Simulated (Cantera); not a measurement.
Charge: 1 mol Al(CH3)3, 38 mol NH3, 110 mol N2, equilibrated at 1100 K and 0.110 bar.

Method: chemical equilibrium by Gibbs-energy minimisation in Cantera with the NASA 1993 tables (ideal gas, pure condensed phases). Candidate condensed phases: Al, AlN, C, C6H6, C7H8, C8H18; 97 gas species. The feed counts by its element totals alone. Kinetics and transport are ignored.

Base state: N2 0.677, H2 0.323, CH4 0.000412, HCN 1.04e-5 (mole fractions); condensed: AlN(s) + C(graphite).

Question: What changes in the equilibrium state with this change: temperature from 1100 K to 750 K?

Answer: 
| species | before | after |
|---|---|---|
| N2 | 0.677 | 0.687 |
| H2 | 0.323 | 0.297 |
| CH4 | 0.000412 | 0.0160 |
| HCN | 1.04e-5 | 5.74e-9 |
| NH3 | 5.28e-6 | 7.53e-5 |
| AlN(s), mol | 1.00 | 1.00 |
| C(graphite), mol | 2.92 | 0 |
